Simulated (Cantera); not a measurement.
**Gas-phase reforming**

An isothermal, constant-pressure homogeneous reactor starts with 44.2 % CH₄, 26.5 % H₂O, 29.2 % H₂, at 2050 K and 255 Torr.

Detailed kinetics in Cantera: GRI-Mech 3.0 (53 species, 325 reactions). GRI-Mech 3.0 stops at C3 and has no aromatics, soot or wall deposition, so with more carbon than oxygen in the feed, carbon stays in small species such as C2H2 where larger ones or solid carbon would form.

| t (s) | x CH₄ | x H₂O | x H₂ | x C₂H₆ | x H₂O₂ | x C₂H |
|---|---|---|---|---|---|---|
| 3.00e-5 | 0.406 | 0.261 | 0.309 | 0.000603 | 1.94e-11 | 4.68e-8 |
| 7.57e-5 | 0.303 | 0.244 | 0.388 | 0.000951 | 4.54e-11 | 1.89e-6 |
| 0.000191 | 0.167 | 0.214 | 0.512 | 0.000329 | 3.90e-11 | 6.99e-6 |
| 0.000482 | 0.0785 | 0.192 | 0.596 | 8.00e-5 | 3.46e-11 | 1.05e-5 |
| 0.00122 | 0.0328 | 0.173 | 0.643 | 1.59e-5 | 3.30e-11 | 1.26e-5 |
| 0.00307 | 0.0159 | 0.149 | 0.673 | 4.08e-6 | 2.77e-11 | 1.29e-5 |
| 0.00775 | 0.0114 | 0.111 | 0.703 | 2.08e-6 | 1.53e-11 | 1.10e-5 |
| 0.0195 | 0.00814 | 0.0640 | 0.739 | 1.02e-6 | 4.89e-12 | 8.33e-6 |
| 0.0493 | 0.00473 | 0.0243 | 0.769 | 3.35e-7 | <1e-12 | 6.18e-6 |
| 0.124 | 0.00202 | 0.00402 | 0.785 | 6.23e-8 | <1e-12 | 5.15e-6 |
| 0.314 | 0.000702 | 7.65e-5 | 0.789 | 9.44e-9 | <1e-12 | 4.99e-6 |
| 0.793 | 0.000615 | 5.10e-7 | 0.789 | 7.76e-9 | <1e-12 | 4.99e-6 |
| 2.00 | 0.000615 | 5.06e-7 | 0.789 | 7.76e-9 | <1e-12 | 4.99e-6 |
x: mole fraction; the columns are a selection and need not sum to one.

Equilibrium at this temperature and pressure: CH₄ 0.000615, H₂O 5.08e-7, H₂ 0.789, C₂H₆ 7.76e-9, H₂O₂ <1e-12, C₂H 4.99e-6 (gas phase only).
